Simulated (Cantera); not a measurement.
A closed system holds: 1 mol Si₃N₄, 23 mol HCl, 61 mol N₂, equilibrated at 1827 °C and 13.3 mbar.

Method: chemical equilibrium by Gibbs-energy minimisation in Cantera with the NASA 1993 tables (ideal gas, pure condensed phases). Candidate condensed phases: NH₄Cl, Si, Si₃N₄; 28 gas species. The tables' values for SiCl₃, SiCl are old estimates; treat these amounts as uncertain. Equilibrium is a limit: real reactors are often held back by kinetics, nucleation or transport.

Base state: N₂ 0.724, HCl 0.178, H₂ 0.0404, SiCl₂ 0.0333, Cl 0.0176, H 0.00543, SiCl₃ 0.000560, SiCl 0.000382 (mole fractions); condensed: gas only.

Problem. What changes in the equilibrium state with this change: temperature from 1827 °C to 652 °C?

Solution. 
```json
[
 {"species": "N₂", "before": "0.724", "after": "0.752"},
 {"species": "HCl", "before": "0.178", "after": "0.164"},
 {"species": "H₂", "before": "0.0404", "after": "0.0560"},
 {"species": "SiCl₂", "before": "0.0333", "after": "8.53e-8"},
 {"species": "SiCl₄", "before": "9.36e-6", "after": "0.0280"},
 {"species": "Cl", "before": "0.0176", "after": "1.51e-9"},
 {"species": "H", "before": "0.00543", "after": "<1e-9"},
 {"species": "SiCl", "before": "0.000382", "after": "<1e-9"},
 {"species": "Si", "before": "0.000199", "after": "<1e-9"},
 {"species": "Si₃N₄(s), mol", "before": "0", "after": "0.223"}
]
```

Problem. What changes in the equilibrium state with this change: temperature from 1827 °C to 1550 °C?

Solution. 
```
species    before     after
-------  --------  --------
N₂          0.724     0.732
HCl         0.178     0.193
H₂         0.0404    0.0369
Cl         0.0176   0.00287
SiCl₂      0.0333    0.0329
Si       0.000199   3.63e-6
SiCl₄     9.36e-6  0.000142
```
